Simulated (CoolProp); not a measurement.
Vapour pressure (MPa) of R227EA: the reference equation beside estimates from Tc = 374.9 K, pc = 2.925 MPa, ω = 0.358. Clausius-Clapeyron is anchored at 240.5 K with a constant enthalpy of vaporisation of 23.56 kJ/mol.

Computed with CoolProp (reference Helmholtz-energy equation of state, Lemmon 2016).

```tsv
T (K)	reference	Lee-Kesler	Clausius-Clapeyron	van der Waals	Redlich-Kwong	Soave-Redlich-Kwong	Peng-Robinson
232.3	0.03068	___	0.03119	0.3053	0.08334	0.03047	0.03112
236.4	0.03826	0.03785	0.03854	0.3366	0.09908	0.03802	0.03868
240.5	0.04728	0.04687	0.04728	0.3699	0.1170	0.04701	0.04766
244.6	0.05792	0.05754	0.05760	0.4055	0.1371	___	0.05825
248.7	0.07041	0.07006	0.06971	0.4432	0.1598	0.07013	0.07065
252.7	0.08455	0.08428	0.08349	0.4822	0.1844	0.08429	0.08469
256.8	0.1013	0.1011	0.09986	0.5245	___	0.1011	0.1013
260.9	0.1205	0.1205	0.1188	0.5691	0.2434	0.1204	0.1204
```

Problem. What belongs in the gaps?

Solution. 
- 232.3, Lee-Kesler: 0.03029
- 244.6, Soave-Redlich-Kwong: 0.05765
- 256.8, Redlich-Kwong: 0.2124

Absolute difference from the reference over all 8 rows, mean and median: Lee-Kesler 0.6 and 0.6 %, Clausius-Clapeyron 1.0 and 1.1 %, van der Waals 593.4 and 564.8 %, Redlich-Kwong 133.9 and 131.8 %, Soave-Redlich-Kwong 0.4 and 0.4 %, Peng-Robinson 0.6 and 0.5 %.
